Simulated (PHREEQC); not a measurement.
**Spent oxide etchant**

Dissolve 16 mmol/kgw NH4HF2, 0.52 mmol/kgw H2SiF6, 21 mmol/kgw HBF4 and 58 mmol/kgw HCl at 25 °C. Closed to the air; pH follows from the charge balance.

All values are PHREEQC results (ion-association model, wateq4f.dat), not measurements.

The pH is 1.27 and the ionic strength is 0.0810 mol/kgw. The total alkalinity comes out as -161 meq/kg.

```
species    molality  activity   log γ
---------  --------  --------  ------
H+           0.0645    0.0538  -0.079
Cl-          0.0580    0.0452  -0.108
HF           0.0278    0.0283   0.008
BF4-         0.0207    0.0158  -0.118
NH4+         0.0160    0.0127  -0.101
H2F2        0.00205   0.00209   0.008
SiF6-2     0.000520  0.000209  -0.396
F-         0.000451  0.000351  -0.109
BF3OH-     0.000268  0.000205  -0.118
HF2-        4.90e-5   3.81e-5  -0.109
H3BO3       3.41e-5   3.48e-5   0.008
BF2(OH)2-   1.29e-5   9.85e-6  -0.118
H4SiO4      8.57e-9   8.73e-9   0.008
BF(OH)3-    6.37e-9   4.86e-9  -0.118
```

No solid was allowed to form. SiF6-2 is the database's only silicon fluoride. Real BF4- forms and hydrolyses slowly; the run takes it at equilibrium.
